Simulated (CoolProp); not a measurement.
A simple Rankine cycle with hexamethyldisiloxane (MM): condensing at 318.15 K, boiler at 0.491 MPa, turbine inlet 444.3 K, turbine efficiency 0.7, pump efficiency 0.8, no recuperator. Each further row changes one setting.

The numbers come from the reference Helmholtz-energy equation of state, Thol 2016 in CoolProp.

```tsv
case	thermal efficiency (%)	net work (kJ/kg)	heat in (kJ/kg)	turbine exit temperature (K)	volume ratio over the turbine
as stated	11.8	49.5	420	408.9	38.8
turbine inlet 464.3 K	11.4	52.5	461	429.4	37.5
condensing temperature 310.15 K	12.5	54.6	436	406.0	55.0
boiler pressure 0.344 MPa	10.8	45.8	426	414.0	25.5
turbine efficiency 0.6	10.1	42.3	420	412.9	39.1
```
